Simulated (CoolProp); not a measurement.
Properties of ethanol along the isobar 215 bar.

Model: reference Helmholtz-energy equation of state, Schroeder 2014, in CoolProp.

```tsv
T (°C)	phase	Z	speed of sound (m/s)	isothermal compressibility (1/MPa)	Prandtl number
-33.75	liquid	0.5867	1465	0.0006683	50.3
-20.75	liquid	0.5633	1417	0.0007171	37.8
-7.75	liquid	0.5422	1372	0.0007691	29.2
5.25	liquid	0.5232	1329	0.0008246	23.1
18.25	liquid	0.5061	1289	0.0008841	18.7
31.25	liquid	0.4906	1250	0.0009486	15.5
44.25	liquid	0.4765	1213	0.001019	13.0
57.25	liquid	0.4639	1177	0.001098	11.2
70.25	liquid	0.4525	1142	0.001187	9.69
83.25	liquid	0.4423	1106	0.001290	8.52
96.25	liquid	0.4332	1071	0.001409	7.57
109.35	liquid	0.4252	1034	0.001551	6.79
122.35	liquid	0.4184	996.0	0.001721	6.13
135.35	liquid	0.4128	957.0	0.001926	5.57
148.35	liquid	0.4083	916.7	0.002178	5.08
```

Viscosity comes from a separate model (Kiselev 2005). Thermal conductivity comes from a separate model (Assael 2013).
